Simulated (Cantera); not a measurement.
## Abatement and gas-phase synthesis: NF₃ + H₂O + O₂ + H₂

Input: 1 mol NF₃, 1.5 mol H₂O, 6.5 mol O₂, 2 mol H₂, equilibrated at 3023.15 K.

Method: chemical equilibrium by Gibbs-energy minimisation in Cantera with the NASA 1993 tables (ideal gas, pure condensed phases). Candidate condensed phases: H₂O; 40 gas species. The ideal-gas law is rough above about 30 bar. Kinetics and transport are ignored.

| P (Pa) | log p O | log p O₂ | log p H | log p HF | log p H₂O | log p F | log p OH | log p N₂ | log p NO | log p H₂ |
|---|---|---|---|---|---|---|---|---|---|---|
| 10 | -4.23 | -6.64 | -4.57 | -5.81 | -9.61 | -4.97 | -7.05 | -5.70 | -7.09 | -7.60 |
| 84 | -3.31 | -4.79 | -3.71 | -4.25 | -6.97 | -4.27 | -5.26 | -4.76 | -5.69 | -5.89 |
| 710 | -2.46 | -3.10 | -2.91 | -3.02 | -4.52 | -3.84 | -3.62 | -3.79 | -4.36 | -4.29 |
| 6000 | -1.80 | -1.77 | -2.30 | -1.94 | -2.62 | -3.38 | -2.34 | -2.78 | -3.19 | -3.05 |
| 50000 | -1.26 | -0.69 | -1.92 | -0.95 | -1.32 | -2.76 | -1.42 | -1.80 | -2.16 | -2.29 |
| 420000 | -0.76 | 0.30 | -1.63 | 0.01 | -0.26 | -2.09 | -0.64 | -0.86 | -1.20 | -1.73 |
| 3600000 | -0.28 | 1.25 | -1.38 | 0.95 | 0.73 | -1.40 | 0.09 | 0.09 | -0.25 | -1.22 |
| 30000000 | 0.18 | 2.19 | -1.14 | 1.88 | 1.67 | -0.72 | 0.80 | 1.01 | 0.68 | -0.73 |
log p: log10 of the partial pressure in bar; nothing condenses.

From 0.0750 Torr to 225000 Torr nothing is condensed.
